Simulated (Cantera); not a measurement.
Charge: 1 mol NH₃, 0.9 mol H₂O, 4 mol N₂, held at 2273 K.

Equilibrium computed with Cantera from the NASA thermochemical tables; the gas is ideal and each condensed phase is pure. Candidate condensed phases: H₂O; 24 gas species. The ideal-gas law is rough above about 30 bar. The numbers say what is thermodynamically allowed, not how fast it happens.

x: gas mole fraction; nothing condenses.

```
P (Pa)     x N₂         x H        x H₂       x H₂O         x O        x OH        x O₂
--------  -----  ----------  ----------  ----------  ----------  ----------  ----------
10        0.533       0.266       0.100      0.0431      0.0323      0.0177     0.00583
120       0.613  (withheld)  (withheld)  (withheld)  (withheld)  (withheld)  (withheld)
1400      0.640      0.0317       0.200       0.124    0.000334     0.00306     8.69e-5
17000     0.649     0.00938       0.212       0.129     2.68e-5    0.000884     6.82e-6
210000    0.651  (withheld)       0.216       0.130  (withheld)  (withheld)  (withheld)
2500000   0.652    0.000782       0.217       0.130     1.81e-7     7.30e-5     4.54e-8
30000000  0.652    0.000226       0.217       0.130     1.51e-8     2.11e-5     3.80e-9
```

Q: Fill in the missing entries.

A: 
- 210000, x H: 0.00269
- 210000, x O: 2.16e-6
- 210000, x OH: 0.000252
- 210000, x O₂: 5.43e-7
- 120, x H: 0.0990
- 120, x H₂: 0.167
- 120, x H₂O: 0.106
- 120, x O: 0.00398
- 120, x OH: 0.00976
- 120, x O₂: 0.00106
